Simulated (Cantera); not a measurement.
Standard-state values (1 bar) from the NASA 1993 polynomials, evaluated with Cantera. Values are per mole of reaction as written; species without (g) are pure solids or liquids, kept so even where they would boil at 1 bar.

CCl₄(g) + 4 FeCl₂(g) = 4 FeCl₃(g) + C

```json
[
 {"T (K)": "300", "ΔH° (kJ)": "…", "ΔS° (J/K)": "…", "ΔG° (kJ)": "…", "log10 K": "…"},
 {"T (K)": "2075", "ΔH° (kJ)": "-361.6", "ΔS° (J/K)": "-129.2", "ΔG° (kJ)": "-93.5", "log10 K": "2.35"},
 {"T (K)": "2100", "ΔH° (kJ)": "-362.0", "ΔS° (J/K)": "-129.4", "ΔG° (kJ)": "-90.3", "log10 K": "2.25"},
 {"T (K)": "2125", "ΔH° (kJ)": "…", "ΔS° (J/K)": "…", "ΔG° (kJ)": "…", "log10 K": "…"},
 {"T (K)": "2150", "ΔH° (kJ)": "-362.7", "ΔS° (J/K)": "-129.7", "ΔG° (kJ)": "-83.8", "log10 K": "2.04"},
 {"T (K)": "2175", "ΔH° (kJ)": "…", "ΔS° (J/K)": "…", "ΔG° (kJ)": "…", "log10 K": "…"},
 {"T (K)": "2200", "ΔH° (kJ)": "-363.4", "ΔS° (J/K)": "-130.1", "ΔG° (kJ)": "-77.3", "log10 K": "1.83"},
 {"T (K)": "2225", "ΔH° (kJ)": "-363.8", "ΔS° (J/K)": "-130.2", "ΔG° (kJ)": "-74.0", "log10 K": "1.74"},
 {"T (K)": "2250", "ΔH° (kJ)": "-364.1", "ΔS° (J/K)": "-130.4", "ΔG° (kJ)": "-70.8", "log10 K": "1.64"},
 {"T (K)": "2275", "ΔH° (kJ)": "-364.5", "ΔS° (J/K)": "-130.6", "ΔG° (kJ)": "-67.5", "log10 K": "1.55"},
 {"T (K)": "2300", "ΔH° (kJ)": "…", "ΔS° (J/K)": "…", "ΔG° (kJ)": "…", "log10 K": "…"}
]
```

Q: Some entries are withheld; supply them.

A: 
- 300, ΔH° (kJ): -352.7
- 300, ΔS° (J/K): -124.6
- 300, ΔG° (kJ): -315.3
- 300, log10 K: 54.90
- 2125, ΔH° (kJ): -362.3
- 2125, ΔS° (J/K): -129.5
- 2125, ΔG° (kJ): -87.0
- 2125, log10 K: 2.14
- 2175, ΔH° (kJ): -363.0
- 2175, ΔS° (J/K): -129.9
- 2175, ΔG° (kJ): -80.5
- 2175, log10 K: 1.93
- 2300, ΔH° (kJ): -364.9
- 2300, ΔS° (J/K): -130.7
- 2300, ΔG° (kJ): -64.2
- 2300, log10 K: 1.46
